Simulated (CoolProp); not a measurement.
Properties of R407C along the isobar 101 kPa.

The numbers come from the reference Helmholtz-energy equation of state, Lemmon 2003 in CoolProp. It is a pseudo-pure fit of the blend.

```csv
T (K),phase,density (kg/m³),Joule-Thomson coefficient (K/MPa),fugacity coefficient
345.7,gas,3.057,12.34,0.9908
359.7,gas,2.935,10.85,0.9920
373.8,gas,2.821,9.608,0.9931
387.8,gas,2.717,8.569,0.9939
401.8,gas,2.620,7.687,0.9947
415.8,gas,2.530,6.932,0.9953
429.9,gas,2.446,6.276,0.9959
443.9,gas,2.368,5.710,0.9963
457.9,gas,2.294,5.215,0.9968
471.9,gas,2.225,4.779,0.9971
486,gas,2.160,4.390,0.9974
500,gas,2.099,4.047,0.9977
```
